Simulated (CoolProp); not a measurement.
A simple Rankine cycle with propane: condensing at 311.15 K, boiler at 3.38 MPa, turbine inlet 507.3 K, turbine efficiency 0.6, pump efficiency 0.6, no recuperator. Each further row changes one setting.

Computed with CoolProp (reference Helmholtz-energy equation of state, Lemmon 2009).

```
case                             thermal efficiency (%)  net work (kJ/kg)  heat in (kJ/kg)  turbine exit temperature (K)  volume ratio over the turbine
-------------------------------  ----------------------  ----------------  ---------------  ----------------------------  -----------------------------
as stated                                           5.6                 …              735                         480.0                           2.58
turbine inlet 527.3 K                               5.6              43.9              790                         500.5                              …
condensing temperature 303.15 K                     6.7                 …              757                         475.2                              …
boiler pressure 2.37 MPa                            3.7              27.8                …                         491.0                           1.80
turbine efficiency 0.5                              4.5              33.3              735                         483.2                              …
```

Problem. What belongs in the gaps?

Solution. 
- as stated, net work (kJ/kg): 41.4
- turbine inlet 527.3 K, volume ratio over the turbine: 2.56
- condensing temperature 303.15 K, net work (kJ/kg): 50.4
- condensing temperature 303.15 K, volume ratio over the turbine: 3.11
- boiler pressure 2.37 MPa, heat in (kJ/kg): 750
- turbine efficiency 0.5, volume ratio over the turbine: 2.60
